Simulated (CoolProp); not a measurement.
Methanol at several states: fugacity coefficient from the reference equation and from simpler models built on Tc = 513.4 K, pc = 8216 kPa, ω = 0.565; each cubic takes its own stable root.

Values from CoolProp's reference Helmholtz-energy equation of state, de Reuck 1993.

```json
[
 {"T (K)": "230.3", "p (kPa)": "16900", "phase": "liquid", "reference": "1.276e-5"},
 {"T (K)": "246.1", "p (kPa)": "16500", "phase": "liquid", "reference": "4.909e-5"},
 {"T (K)": "182.9", "p (kPa)": "334", "phase": "liquid", "reference": "1.770e-6"},
 {"T (K)": "271.5", "p (kPa)": "18.6", "phase": "liquid", "reference": "0.1949"},
 {"T (K)": "546", "p (kPa)": "16200", "phase": "supercritical", "reference": "0.5136"},
 {"T (K)": "490.4", "p (kPa)": "72.2", "phase": "gas", "reference": "0.9967"}
]
```

**Question.** How far does each simpler model (van der Waals, Redlich-Kwong, Soave-Redlich-Kwong, Peng-Robinson) lie from the reference over these 6 states: mean and median of the absolute difference, and the worst?

**Answer.** 
- van der Waals: mean 455560.3 %, median 19059.9 %, worst +2602159.9 % at 182.9 K and 334 kPa
- Redlich-Kwong: mean 1854.6 %, median 1107.8 %, worst +6380.2 % at 182.9 K and 334 kPa
- Soave-Redlich-Kwong: mean 34.4 %, median 33.5 %, worst -84.2 % at 182.9 K and 334 kPa
- Peng-Robinson: mean 26.6 %, median 23.6 %, worst -74.0 % at 182.9 K and 334 kPa

At some of these states van der Waals, Redlich-Kwong gives the other phase, because its saturation line lies elsewhere.
